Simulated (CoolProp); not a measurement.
Aqueous methanol as a coolant, 44 % by mass, freezing at -44.7 °C, 1 atm.

Computed with CoolProp (Melinder's fits for secondary coolants).

```csv
T (°C),conductivity (W/(m K)),density (kg/m³),cp (kJ/(kg K)),Prandtl number
-35.9,0.347,958.6,3.138,183
-25.7,0.351,953.3,3.281,106
-15.6,0.355,947.9,3.412,65.5
-5.4,0.359,942.3,3.530,43.1
4.7,0.363,936.5,3.630,29.9
14.9,0.367,930.4,3.710,21.5
25,0.371,924.2,3.765,16.0
35.2,0.376,917.6,3.792,12.1
```
